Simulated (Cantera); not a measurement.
What does this Cantera script print?

```python
import numpy as np
import cantera as ct

gas = ct.Solution("gri30.yaml")
gas.TPX = 575, 1000000, {'CO': 1, 'H2': 0.59, 'CH4': 0.39, 'O2': 1.57, 'N2': 5.92, 'H2O': 2.5}
flame = ct.FreeFlame(gas, width=0.008)
flame.set_refine_criteria(ratio=3, slope=0.08, curve=0.16)
flame.transport_model = "mixture-averaged"
flame.solve(loglevel=0, auto=True)
z, T = flame.grid, flame.T
thick = (T[-1] - T[0]) / np.gradient(T, z).max()
show = ['CO', 'H2', 'CH4', 'CO2', 'C2H', 'O2']
print(f"laminar burning velocity  {flame.velocity[0] * 100:.3f} cm/s")
print(f"burnt temperature         {T[-1]:.1f} K")
print(f"thermal thickness         {thick * 1e3:.4f} mm")
print(f"grid points               {len(z)}")
z0 = z[flame.heat_release_rate.argmax()]
print(f"{'z/mm':>9s}{'T/K':>9s}{'u/(m/s)':>9s}" + "".join(f"{s:>11s}" for s in show))
rows = []
for k in (-3, -2, -1.5, -1, -0.5, -0.25, 0, 0.25, 0.5, 1, 2, 4, 8):
    zz = z0 + k * thick
    rows.append([k * thick, np.interp(zz, z, T), np.interp(zz, z, flame.velocity),
                 *(np.interp(zz, z, flame.X[gas.species_index(s)]) for s in show)])
    print(f"{rows[-1][0] * 1e3:9.3f}{rows[-1][1]:9.1f}{rows[-1][2]:9.3f}" + "".join(f"{x:11.3e}" for x in rows[-1][3:]))
```

It prints:

```
laminar burning velocity  34.449 cm/s
burnt temperature         2153.7 K
thermal thickness         0.1012 mm
grid points               129
     z/mm      T/K  u/(m/s)         CO         H2        CH4        CO2        C2H         O2
   -0.304    575.8    0.344  8.371e-02  4.713e-02  3.264e-02  3.188e-06  2.199e-27  1.314e-01
   -0.202    582.1    0.347  8.390e-02  4.345e-02  3.261e-02  5.266e-05  8.471e-25  1.316e-01
   -0.152    602.1    0.358  8.381e-02  3.933e-02  3.224e-02  3.023e-04  1.831e-22  1.311e-01
   -0.101    685.0    0.405  8.250e-02  3.229e-02  3.034e-02  1.920e-03  1.840e-19  1.270e-01
   -0.051   1041.5    0.612  7.396e-02  2.168e-02  2.109e-02  1.502e-02  1.454e-13  1.022e-01
   -0.025   1396.9    0.815  6.315e-02  1.587e-02  1.101e-02  3.537e-02  1.362e-10  7.231e-02
    0.000   1752.6    1.011  4.528e-02  1.072e-02  1.927e-03  6.679e-02  1.110e-08  3.815e-02
    0.025   1933.1    1.102  2.576e-02  7.604e-03  6.607e-05  9.315e-02  6.339e-09  1.950e-02
    0.051   2011.8    1.139  1.580e-02  6.232e-03  1.661e-06  1.052e-01  3.496e-10  1.278e-02
    0.101   2077.7    1.171  9.226e-03  4.651e-03  3.423e-09  1.131e-01  1.806e-12  8.082e-03
    0.202   2119.2    1.191  5.918e-03  3.189e-03  9.912e-13  1.170e-01  1.929e-15  5.303e-03
    0.405   2141.5    1.202  4.130e-03  2.258e-03  1.423e-15  1.190e-01  5.790e-19  3.806e-03
    0.810   2151.0    1.207  3.316e-03  1.832e-03  1.048e-16  1.199e-01  8.464e-23  3.160e-03
```

Cantera simulation using GRI-Mech 3.0 (53 species, 325 reactions); the numbers are that mechanism's predictions, not measurements. Burning velocities carry a grid error of a few per cent, more on coarse grids.
